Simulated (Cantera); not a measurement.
An isothermal, constant-pressure homogeneous reactor starts with NO : N2 = 1 : 0.11 (molar parts), at 1950 K and 33.0 Torr. Integrator tolerance rtol = 1e-08.

Model: GRI-Mech 3.0 (53 species, 325 reactions), integrated in Cantera. Radical loss at walls, strong at low pressure, is not modelled.

### Question
What does this change do: NO 1 to 0.44 parts?

### Answer
| quantity | before | after |
|---|---|---|
| x(NO) at 3.00 s | 0.643 (gas-phase equilibrium 0.00809) | 0.588 (gas-phase equilibrium 0.00796) |
| x(N2O) at 3.00 s | 0.000128 (gas-phase equilibrium 7.97e-8) | 0.000110 (gas-phase equilibrium 8.20e-8) |
| x(O) at 3.00 s | 0.000841 (gas-phase equilibrium 0.00144) | 0.000766 (gas-phase equilibrium 0.00136) |
| x(N2) at 3.00 s | 0.228 (gas-phase equilibrium 0.545) | 0.306 (gas-phase equilibrium 0.596) |
| x(O2) at 3.00 s | 0.128 (gas-phase equilibrium 0.445) | 0.105 (gas-phase equilibrium 0.395) |

### Question
What does this change do: N2 0.11 to 0.3 parts?

### Answer
| quantity | before | after |
|---|---|---|
| x(NO) at 3.00 s | 0.643 (gas-phase equilibrium 0.00809) | 0.571 (gas-phase equilibrium 0.00791) |
| x(N2O) at 3.00 s | 0.000128 (gas-phase equilibrium 7.97e-8) | 0.000105 (gas-phase equilibrium 8.25e-8) |
| x(O) at 3.00 s | 0.000841 (gas-phase equilibrium 0.00144) | 0.000743 (gas-phase equilibrium 0.00133) |
| x(N2) at 3.00 s | 0.228 (gas-phase equilibrium 0.545) | 0.330 (gas-phase equilibrium 0.611) |
| x(O2) at 3.00 s | 0.128 (gas-phase equilibrium 0.445) | 0.0985 (gas-phase equilibrium 0.380) |
